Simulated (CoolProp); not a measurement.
Oxygen along the isotherm 140.6 K: density (kg/m³) from the reference equation and from simpler models built on Tc = 154.6 K, pc = 50.46 bar, ω = 0.022; each cubic takes its own stable root.

Values from CoolProp's reference Helmholtz-energy equation of state, Schmidt 1985.

```
p (bar)   phase  reference
-------  ------  ---------
16.8        gas      55.35
33.6     liquid      815.9
50.5     liquid      840.4
67.3     liquid      859.4
84.1     liquid      875.2
101      liquid      889.0
118      liquid      901.3
135      liquid      912.5
151      liquid      922.1
168      liquid      931.5
185      liquid      940.3
202      liquid      948.5
219      liquid      956.2
235      liquid      963.2
252      liquid      970.1
```

Problem. How far does each simpler model (van der Waals, Redlich-Kwong, Soave-Redlich-Kwong, Peng-Robinson) lie from the reference over these 15 states: mean and median of the absolute difference, and the worst?

Solution. 
- van der Waals: mean 28.6 %, median 25.8 %, worst -82.2 % at 140.6 K and 33.6 bar
- Redlich-Kwong: mean 3.1 %, median 2.4 %, worst -8.9 % at 140.6 K and 33.6 bar
- Soave-Redlich-Kwong: mean 3.1 %, median 2.4 %, worst -9.0 % at 140.6 K and 33.6 bar
- Peng-Robinson: mean 8.0 %, median 8.9 %, worst +11.1 % at 140.6 K and 252 bar

At some of these states van der Waals gives the other phase, because its saturation line lies elsewhere.
